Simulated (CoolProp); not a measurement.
Vapour-liquid equilibrium of dimethyl ether (1) + n-hexane (2) at 90.75 °C; x and y are mole fractions of (1).

Model: multi-fluid Helmholtz-energy mixture model, Wu 2011 and Thol 2019; pair parameters Bell 2016, in CoolProp.

| x | bubble pressure (MPa) | y at the bubble point | dew pressure at overall composition x (MPa) | liquid density (mol/L) |
|---|---|---|---|---|
| 0.05 | 0.3212 | 0.402 | 0.2031 | 7.017 |
| 0.125 | 0.5155 | 0.635 | 0.2206 | 7.268 |
| 0.2 | 0.7078 | 0.741 | 0.2412 | 7.532 |
| 0.275 | 0.8956 | 0.802 | 0.2659 | 7.810 |
| 0.35 | 1.078 | 0.841 | 0.2960 | 8.102 |
| 0.425 | 1.254 | 0.870 | 0.3336 | 8.411 |
| 0.5 | 1.427 | 0.892 | 0.3819 | 8.737 |
| 0.575 | 1.599 | 0.910 | 0.4462 | 9.083 |
| 0.65 | 1.774 | 0.926 | 0.5359 | 9.449 |
| 0.725 | 1.955 | 0.941 | 0.6697 | 9.837 |
| 0.8 | 2.147 | 0.956 | 0.8885 | 10.25 |
| 0.875 | 2.356 | 0.971 | 1.292 | 10.69 |
| 0.95 | 2.589 | 0.988 | 2.066 | 11.15 |

No azeotrope shows between x = 0.05 and 0.95.

Pair parameters are fitted to limited data, so mixtures are less certain than the pure fluids.
